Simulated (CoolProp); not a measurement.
A Linde-Hampson liquefier for carbon monoxide: isothermal reversible compression at 280 K from 1 atm to 5 MPa, throttling to 1 atm, return gas leaving the recuperator 5 K below the feed. Each further row changes one setting.

Model: reference Helmholtz-energy equation of state, Lemmon 2006, in CoolProp. It is a short technical equation, of lower accuracy than the large ones.

```tsv
case	liquid yield per pass	compression work (kJ/kg of gas)
as stated	[?]	322
high pressure 10 MPa	[?]	[?]
warm-end temperature 310 K	[?]	[?]
warm-end gap 10 K	0.009	322
```

Problem. Fill in the missing entries.

Solution. 
- as stated, liquid yield per pass: 0.021
- high pressure 10 MPa, liquid yield per pass: 0.051
- high pressure 10 MPa, compression work (kJ/kg of gas): 379
- warm-end temperature 310 K, liquid yield per pass: 0.013
- warm-end temperature 310 K, compression work (kJ/kg of gas): 358
